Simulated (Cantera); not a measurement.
Charge: 1 mol PbO, 3.3 mol CO, 91 mol H₂, at 773 K and 1 atm.

Method: chemical equilibrium by Gibbs-energy minimisation in Cantera with the NASA 1993 tables (ideal gas, pure condensed phases). Candidate condensed phases: C, C₆H₆, C₇H₈, C₈H₁₈, H₂O, Pb, PbO, PbO₂, Pb₃O₄; 113 gas species. Equilibrium is a limit: real reactors are often held back by kinetics, nucleation or transport.

Base state: H₂ 0.913, H₂O 0.0490, CH₄ 0.0376, CO 2.33e-5 (mole fractions); condensed: Pb(l).

**Question.** What changes in the equilibrium state with this change: temperature from 773 K to 1173 K?

**Answer.** 
```csv
species,before,after
H₂,0.913,0.952
CO,2.33e-5,0.0331
H₂O,0.0490,0.0120
CH₄,0.0376,0.00169
Pb,2.28e-8,0.000416
CO₂,6.41e-6,0.000327
"Pb(l), mol",1.000,0.961
```

**Question.** What changes in the equilibrium state with this change: PbO replaced by Pb?

**Answer.** 
```
species      before    after
----------  -------  -------
H₂            0.913    0.925
CH₄          0.0376   0.0376
H₂O          0.0490   0.0376
CO          2.33e-5  1.73e-5
Pb(l), mol    1.000    1.000
```

**Question.** What changes in the equilibrium state with this change: CO from 3.3 to 0.98 mol?

**Answer.** 
```tsv
species	before	after
H₂	0.913	0.967
H₂O	0.0490	0.0220
CH₄	0.0376	0.0109
CO	2.33e-5	2.55e-6
Pb(l), mol	1.000	1.000
```
